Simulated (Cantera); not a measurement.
An isothermal, constant-pressure homogeneous reactor starts with N₂O : N₂ = 1 : 8.2 (molar parts), at 1225 K and 13300 Pa. Integrator tolerance rtol = 1e-08.

Model: GRI-Mech 3.0 (53 species, 325 reactions), integrated in Cantera. GRI-Mech 3.0 was tuned for natural gas; its chemistry of N2O as a main component is partial and can be far from experiment. The mechanism lacks the step 2 NO + O2 → 2 NO2, which can matter for NO2 below about 1400 K. The temperature is held fixed by assumption; the heat of reaction is taken as removed at once.

```json
[
 {"quantity": "x(N₂O) at 200 s", "before": "6.94e-8 (gas-phase equilibrium 3.56e-9)", "after": "0.00783 (gas-phase equilibrium 1.13e-9)"},
 {"quantity": "x(NO₂) at 200 s", "before": "2.76e-5 (gas-phase equilibrium 3.49e-7)", "after": "1.81e-6 (gas-phase equilibrium 1.10e-7)"},
 {"quantity": "x(NO) at 200 s", "before": "0.0108 (gas-phase equilibrium 0.000129)", "after": "0.0109 (gas-phase equilibrium 0.000129)"},
 {"quantity": "x(N₂) at 200 s", "before": "0.943 (gas-phase equilibrium 0.948)", "after": "0.939 (gas-phase equilibrium 0.948)"},
 {"quantity": "x(O) at 200 s", "before": "2.49e-8 (gas-phase equilibrium 2.63e-8)", "after": "2.46e-6 (gas-phase equilibrium 8.32e-8)"},
 {"quantity": "x(O₂) at 200 s", "before": "0.0461 (gas-phase equilibrium 0.0515)", "after": "0.0424 (gas-phase equilibrium 0.0515)"}
]
```

Task: What was changed between the two runs?
(A) N2 8.2 to 4.5 parts
(B) temperature 1225 to 1475 K
(C) pressure from 13300 Pa to 1330 Pa
(D) pressure from 13300 Pa to 72000 Pa

Result: C, pressure from 13300 Pa to 1330 Pa
